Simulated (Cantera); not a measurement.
A Cantera script and its output.

```python
import numpy as np
import cantera as ct

gas = ct.Solution("gri30.yaml", transport_model="multicomponent")
show = ['C2H2', 'CO2', 'OH']

rows = []
print(f"{'T/K':>7s}{'rho':>11s}{'cp':>10s}{'mu':>11s}{'lambda':>11s}{'Pr':>7s}" + "".join(f"{'D_' + s:>11s}" for s in show))
for T in [400, 650, 900, 1150, 1400, 1650, 1900, 2150]:
    gas.TPX = T, 410, {'C2H4': 0.37}
    Pr = gas.cp_mass * gas.viscosity / gas.thermal_conductivity
    D = [gas.mix_diff_coeffs_mole[gas.species_index(s)] for s in show]
    rows.append([gas.density, gas.cp_mass, gas.viscosity, gas.thermal_conductivity, Pr, *D])
    print(f"{T:7g}{gas.density:11.4e}{gas.cp_mass:10.1f}{gas.viscosity:11.4e}"
          f"{gas.thermal_conductivity:11.4e}{Pr:7.3f}" + "".join(f"{d:11.4e}" for d in D))
print("SI units: kg/m3, J/kg/K, Pa s, W/m/K, m2/s")
```

Result:

```
    T/K        rho        cp         mu     lambda     Pr     D_C2H2      D_CO2       D_OH
    400 3.4585e-03    1876.5 1.3349e-05 3.3468e-02  0.748 5.3255e-03 4.9937e-03 1.0190e-02
    650 2.1283e-03    2663.7 2.0405e-05 7.2447e-02  0.750 1.2974e-02 1.2261e-02 2.3844e-02
    900 1.5371e-03    3167.1 2.6332e-05 1.1128e-01  0.749 2.3025e-02 2.1846e-02 4.1530e-02
   1150 1.2029e-03    3563.2 3.1520e-05 1.5014e-01  0.748 3.5142e-02 3.3418e-02 6.2761e-02
   1400 9.8814e-04    3836.1 3.6196e-05 1.8602e-01  0.746 4.9121e-02 4.6775e-02 8.7225e-02
   1650 8.3842e-04    4034.4 4.0501e-05 2.1934e-01  0.745 6.4823e-02 6.1780e-02 1.1470e-01
   1900 7.2810e-04    4177.8 4.4526e-05 2.5017e-01  0.744 8.2147e-02 7.8336e-02 1.4503e-01
   2150 6.4344e-04    4282.2 4.8337e-05 2.7883e-01  0.742 1.0102e-01 9.6372e-02 1.7807e-01
SI units: kg/m3, J/kg/K, Pa s, W/m/K, m2/s
```

Model: GRI-Mech 3.0 (53 species, 325 reactions), integrated in Cantera. The composition is frozen, though it would react at the higher temperatures.
